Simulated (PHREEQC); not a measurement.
A made-up water analysis in mg/kgw, 25 °C, pH 6.21:

```csv
constituent,mg/kgw
Na,5960
K,740
Ca,1260
Mg,356
Cl,11400
S(6) as SO4,1830
Alkalinity as HCO3,12
Li,0.943
B,26.7
```

Valence states are taken as typed.

Equilibrium calculation in PHREEQC: Pitzer model, pitzer.dat.

Problem. The ionic strength comes out as 0.430 mol/kgw. What activity coefficients do B(OH)4-, SO4-2, Li+, K+, Mg+2 get?

Solution. B(OH)4- 0.52, SO4-2 0.12, Li+ 0.76, K+ 0.68, Mg+2 0.26. Single-ion values are on the MacInnes scale.

This is a speciation only: nothing precipitates in the calculation.
